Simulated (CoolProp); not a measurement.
Saturation properties of toluene (Tc = 318.6 °C, pc = 41.26 bar, ω = 0.266).

Values from CoolProp's reference Helmholtz-energy equation of state, Lemmon 2006. It is a short technical equation, of lower accuracy than the large ones.

```tsv
T (°C)	p (bar)	surface tension (mN/m)	liquid viscosity (µPa s)	liquid conductivity (mW/(m K))
1.25	0.009803	?	756	137
25.75	0.03949	27.8	547	130
50.25	0.1242	24.8	418	123
74.75	0.3232	?	332	117
99.25	0.7257	?	271	110
123.75	1.451	?	226	104
148.25	2.646	13.8	?	98.2
172.75	4.480	11.3	164	92.9
```

### Question
Some entries are withheld; supply them.

### Answer

- 1.25, surface tension (mN/m): 30.9
- 74.75, surface tension (mN/m): 22.0
- 99.25, surface tension (mN/m): 19.2
- 123.75, surface tension (mN/m): 16.4
- 148.25, liquid viscosity (µPa s): 192

It boils at 110.6 °C under 1 atm.

Viscosity comes from a separate model (Avgeri 2015). Thermal conductivity comes from a separate model (Assael 2012). Surface tension comes from a separate correlation (Mulero 2012).
